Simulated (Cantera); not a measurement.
## Silicon carbide growth: SiHCl3 + C2H2 + H2

Charge: 1 mol SiHCl3, 0.01 mol C2H2, 1800 mol H2, held at 0.00190 bar.

Equilibrium computed with Cantera from the NASA thermochemical tables; the gas is ideal and each condensed phase is pure. Candidate condensed phases: C, C6H6, C7H8, C8H18, Si, SiC; 109 gas species. Mutual solubility and eutectic melting of coexisting phases are not modelled. Gases not in the tables: Si2H6 and higher silanes. Equilibrium is a limit: real reactors are often held back by kinetics, nucleation or transport.

From 1525 K to 1675 K the condensed part is Si(s) + SiC(s). At 1750 K the condensed part is SiC(s). From 1825 K to 2425 K nothing is condensed. The main Si-bearing gas is Si throughout.

```
T (K)  log p H2  log p H  log p HCl  log p Si  log p Cl  log p SiH  log p SiH2  n Si(s)  n SiC(s)
-----  --------  -------  ---------  --------  --------  ---------  ----------  -------  --------
1525      -2.72    -5.99      -5.50     -7.72     -8.87      -8.62       -8.41    0.939    0.0199
1600      -2.72    -5.63      -5.51     -7.01     -8.51      -8.03       -8.02    0.850    0.0196
1675      -2.72    -5.30      -5.51     -6.36     -8.19      -7.50       -7.67    0.488    0.0178
1750      -2.72    -5.00      -5.51     -6.04     -7.89      -7.28       -7.62        0    0.0124
1825      -2.73    -4.72      -5.51     -6.02     -7.62      -7.36       -7.85        0         0
1900      -2.73    -4.47      -5.51     -6.01     -7.37      -7.43       -8.07        0         0
1975      -2.74    -4.23      -5.52     -6.00     -7.14      -7.51       -8.28        0         0
2050      -2.74    -4.02      -5.53     -6.00     -6.93      -7.59       -8.49        0         0
2125      -2.76    -3.82      -5.54     -6.01     -6.74      -7.67       -8.69        0         0
2200      -2.78    -3.64      -5.57     -6.01     -6.57      -7.76       -8.88        0         0
2275      -2.81    -3.47      -5.60     -6.02     -6.41      -7.84       -9.08        0         0
2350      -2.85    -3.33      -5.65     -6.04     -6.28      -7.94       -9.28        0         0
2425      -2.90    -3.20      -5.71     -6.06     -6.16      -8.04       -9.50        0         0
```
log p: log10 of the partial pressure in bar; n: condensed amount in mol.
